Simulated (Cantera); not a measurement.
A closed system holds: 1 mol SiH₂Cl₂, 2.7 mol HCl, 140 mol N₂, held at 1125 K and 1.33 mbar.

Method: chemical equilibrium by Gibbs-energy minimisation in Cantera with the NASA 1993 tables (ideal gas, pure condensed phases). Candidate condensed phases: NH₄Cl, Si, Si₃N₄; 28 gas species. N₂ is the only nitrogen source here; it is nearly inert below about 1500 K, so the nitride shown seldom forms there in practice. The tables' values for SiCl₃ are old estimates; treat these amounts as uncertain. Equilibrium is a limit: real reactors are often held back by kinetics, nucleation or transport.

Base state: N₂ 0.969, HCl 0.0268, H₂ 0.00290, SiCl₄ 0.00134, SiCl₃ 9.27e-5, SiCl₂ 7.89e-5 (mole fractions); condensed: Si₃N₄(s).

**Question.** What changes in the equilibrium state with this change: temperature from 1125 K to 900 K?

**Answer.** 
| species | before | after |
|---|---|---|
| N₂ | 0.969 | 0.969 |
| HCl | 0.0268 | 0.0255 |
| H₂ | 0.00290 | 0.00356 |
| SiCl₄ | 0.00134 | 0.00178 |
| SiCl₂ | 7.89e-5 | 4.85e-8 |
| SiCl₃ | 9.27e-5 | 1.35e-6 |
| Si₃N₄(s), mol | 0.261 | 0.248 |
